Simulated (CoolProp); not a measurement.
Computed with CoolProp (reference Helmholtz-energy equation of state, Zhou 2016).

Question: For R245ca, give the phase and the density (kg/m³), cv (kJ/(kg K)) at 124.35 °C and 0.956 MPa.

Answer: 
- 124.35 °C and 0.956 MPa: gas; density 45.4, cv 1.06
